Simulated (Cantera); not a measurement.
An adiabatic, constant-volume homogeneous reactor starts with CH3OH : O2 : N2 = 1 : 1.53 : 5.76 (molar parts), equivalence ratio 0.98, at 1300 K and 760 Torr. Integrator tolerance rtol = 1e-08.

Model: GRI-Mech 3.0 (53 species, 325 reactions), integrated in Cantera. GRI-Mech 3.0 was tuned for natural gas; its chemistry of methanol as a main component is partial and can be far from experiment.

What does this change do: initial temperature 1300 to 1275 K?


```json
[
 {"quantity": "time of steepest temperature rise", "before": "2.04 ms", "after": "2.90 ms"},
 {"quantity": "temperature at 0.400 s", "before": "2821 K", "after": "2814 K"},
 {"quantity": "equilibrium temperature", "before": "2821 K", "after": "2814 K"},
 {"quantity": "x(CH3OH) at 0.400 s", "before": "<1e-12 (gas-phase equilibrium <1e-12)", "after": "<1e-12 (gas-phase equilibrium <1e-12)"},
 {"quantity": "x(O2) at 0.400 s", "before": "0.0229 (gas-phase equilibrium 0.0229)", "after": "0.0226 (gas-phase equilibrium 0.0226)"},
 {"quantity": "x(H2O2) at 0.400 s", "before": "5.66e-7 (gas-phase equilibrium 5.66e-7)", "after": "5.63e-7 (gas-phase equilibrium 5.63e-7)"},
 {"quantity": "x(NO) at 0.400 s", "before": "0.0111 (gas-phase equilibrium 0.0111)", "after": "0.0110 (gas-phase equilibrium 0.0110)"},
 {"quantity": "x(N2O) at 0.400 s", "before": "8.65e-7 (gas-phase equilibrium 8.65e-7)", "after": "8.59e-7 (gas-phase equilibrium 8.59e-7)"},
 {"quantity": "x(CH3) at 0.400 s", "before": "<1e-12 (gas-phase equilibrium <1e-12)", "after": "<1e-12 (gas-phase equilibrium <1e-12)"},
 {"quantity": "x(CO2) at 0.400 s", "before": "0.0637 (gas-phase equilibrium 0.0637)", "after": "0.0645 (gas-phase equilibrium 0.0645)"}
]
```

What does this change do: 0.28 parts H2O added?


| quantity | before | after |
|---|---|---|
| time of steepest temperature rise | 2.04 ms | 1.86 ms |
| temperature at 0.400 s | 2821 K | 2788 K |
| equilibrium temperature | 2821 K | 2788 K |
| x(CH3OH) at 0.400 s | <1e-12 (gas-phase equilibrium <1e-12) | <1e-12 (gas-phase equilibrium <1e-12) |
| x(O2) at 0.400 s | 0.0229 (gas-phase equilibrium 0.0229) | 0.0219 (gas-phase equilibrium 0.0219) |
| x(H2O2) at 0.400 s | 5.66e-7 (gas-phase equilibrium 5.66e-7) | 5.85e-7 (gas-phase equilibrium 5.85e-7) |
| x(NO) at 0.400 s | 0.0111 (gas-phase equilibrium 0.0111) | 0.0102 (gas-phase equilibrium 0.0102) |
| x(N2O) at 0.400 s | 8.65e-7 (gas-phase equilibrium 8.65e-7) | 7.78e-7 (gas-phase equilibrium 7.78e-7) |
| x(CH3) at 0.400 s | <1e-12 (gas-phase equilibrium <1e-12) | <1e-12 (gas-phase equilibrium <1e-12) |
| x(CO2) at 0.400 s | 0.0637 (gas-phase equilibrium 0.0637) | 0.0646 (gas-phase equilibrium 0.0646) |
